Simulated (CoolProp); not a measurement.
Vapour-liquid equilibrium of R125 (1) + cyclopropane (2) at 282.8 K; x and y are mole fractions of (1).

Model: multi-fluid Helmholtz-energy mixture model, Lemmon 2005 and Polt 1992; pair parameters Bell 2016, in CoolProp. This equation is an older, rougher fit; its heat capacities, sound speeds and derivatives of the liquid may be far off and weren't checked against measurements.

Task: Give the bubble pressure and the first vapour's composition at x = 0.425, 0.725, 0.8. Is there an azeotrope?

Result: x = 0.425: 8.806 bar, y = 0.588; x = 0.725: 9.408 bar, y = 0.741; x = 0.8: 9.420 bar, y = 0.794. y crosses x between x = 0.725 and 0.8: the model has an azeotrope there.

Pair parameters are fitted to limited data, so mixtures are less certain than the pure fluids.
